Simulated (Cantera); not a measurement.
A freely propagating, adiabatic, planar premixed flame of H2 : O2 : N2 : H2O = 1 : 0.2 : 0.752 : 0.54 (molar parts), unburnt at 625 K and 5030 Torr; mixture-averaged transport, grid criteria slope 0.08 and curve 0.16, no radiation.

Computed with Cantera and the H2/O2 subset of GRI-Mech 3.0, which has no nitrogen chemistry. The hydrogen kinetics of GRI-Mech 3.0 are dated; newer H2 mechanisms differ, most at raised pressure. Burning velocities carry a grid error of a few per cent, more on coarse grids.

Question: How do the results move with these cheaper or finer settings: unity-Lewis-number transport; multicomponent transport; multicomponent+Soret transport; grid criteria slope 0.5, curve 1; grid criteria slope 0.25, curve 0.5; grid criteria slope 0.03, curve 0.06?

Answer: 
```tsv
setting	laminar burning velocity	thermal thickness	peak x(H2O2)	peak x(O)	grid points
as above	261 cm/s	0.0530 mm	0.000246	0.000213	110
unity-Lewis-number transport	183 cm/s	0.0610 mm	0.000121	0.000165	102
multicomponent transport	264 cm/s	0.0535 mm	0.000238	0.000213	110
multicomponent+Soret transport	259 cm/s	0.0522 mm	0.000259	0.000222	110
grid criteria slope 0.5, curve 1	297 cm/s	0.0687 mm	0.000235	0.000208	32
grid criteria slope 0.25, curve 0.5	267 cm/s	0.0575 mm	0.000244	0.000215	48
grid criteria slope 0.03, curve 0.06	253 cm/s	0.0525 mm	0.000245	0.000204	235
```
Unity Lewis numbers drop preferential diffusion, which matters most where H2 and H carry the flame; Soret adds thermal diffusion.
